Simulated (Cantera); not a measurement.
A perfectly stirred reactor is fed with 96.7 % NH₃, 3.29 % H₂, at 19000 Pa; it is held at 1775 K, and followed from long to short residence time.

Cantera simulation using the gas-phase N/H chemistry of the illustrative SiF4/NH3 mechanism in the Surface Chemkin manual (1991); the numbers are that mechanism's predictions, not measurements. Walls and surfaces, which speed up NH3 decomposition in real reactors, are not modelled.

x: mole fraction; the columns are a selection and need not sum to one.

```json
[
 {"τ (s)": "0.31", "x NH₃": "0.806", "x H₂": "0.153", "x N₂H₂": "2.22e-6", "x N": "6.20e-8", "x NH": "2.29e-6", "x H": "2.45e-5", "x N₂": "0.0407"},
 {"τ (s)": "0.11", "x NH₃": "0.903", "x H₂": "0.0802", "x N₂H₂": "2.70e-6", "x N": "4.38e-8", "x NH": "2.14e-6", "x H": "1.26e-5", "x N₂": "0.0161"},
 {"τ (s)": "0.036", "x NH₃": "0.945", "x H₂": "0.0488", "x N₂H₂": "2.87e-6", "x N": "3.05e-8", "x NH": "1.96e-6", "x H": "7.58e-6", "x N₂": "0.00535"},
 {"τ (s)": "0.012", "x NH₃": "0.960", "x H₂": "?", "x N₂H₂": "2.73e-6", "x N": "?", "x NH": "?", "x H": "?", "x N₂": "?"},
 {"τ (s)": "0.0042", "x NH₃": "0.965", "x H₂": "0.0344", "x N₂H₂": "?", "x N": "?", "x NH": "?", "x H": "?", "x N₂": "?"},
 {"τ (s)": "0.0014", "x NH₃": "0.966", "x H₂": "0.0332", "x N₂H₂": "1.07e-6", "x N": "8.26e-9", "x NH": "8.28e-7", "x H": "3.23e-6", "x N₂": "7.15e-5"},
 {"τ (s)": "0.00049", "x NH₃": "0.967", "x H₂": "0.0330", "x N₂H₂": "2.06e-7", "x N": "1.31e-9", "x NH": "2.08e-7", "x H": "1.51e-6", "x N₂": "4.32e-6"}
]
```

Question: What belongs in the gaps?

Answer: 
- 0.012, x H₂: 0.0380
- 0.012, x N: 2.34e-8
- 0.012, x NH: 1.78e-6
- 0.012, x H: 5.72e-6
- 0.012, x N₂: 0.00166
- 0.0042, x N₂H₂: 2.20e-6
- 0.0042, x N: 1.74e-8
- 0.0042, x NH: 1.47e-6
- 0.0042, x H: 4.68e-6
- 0.0042, x N₂: 0.000460
